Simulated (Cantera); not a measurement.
Charge: 1 mol Si3N4, 0.15 mol H2, 0.35 mol C, at 100 Torr.

These are equilibrium values from Cantera (NASA tables, ideal gas, pure condensed phases), not measurements of a reactor. Candidate condensed phases: C, C6H6, C7H8, C8H18, Si, SiC, Si3N4; 105 gas species. Mutual solubility and eutectic melting of coexisting phases are not modelled. Gases not in the tables: Si2H6 and higher silanes. Equilibrium is a limit: real reactors are often held back by kinetics, nucleation or transport.

Which condensed phases are stable at each of these points (T (°C)): 2127, 2177, 2227, 2277, 2327, 2377, 2427, 2477, 2527, 2577, 2627?


| T (°C) | condensed phases | Si condensed (%) |
|---|---|---|
| 2127 | Si(l) + SiC(s) | 98.3 |
| 2177 | Si(l) + SiC(s) | 97.4 |
| 2227 | Si(l) + SiC(s) | 96.0 |
| 2277 | Si(l) + SiC(s) | 93.9 |
| 2327 | Si(l) + SiC(s) | 90.8 |
| 2377 | Si(l) + SiC(s) | 86.0 |
| 2427 | Si(l) + SiC(s) | 78.4 |
| 2477 | Si(l) + SiC(s) | 65.7 |
| 2527 | Si(l) | 49.8 |
| 2577 | Si(l) | 29.4 |
| 2627 | gas only | 0.0 |

From 2127 °C to 2477 °C the condensed part is Si(l) + SiC(s). From 2527 °C to 2577 °C the condensed part is Si(l). At 2627 °C nothing is condensed.
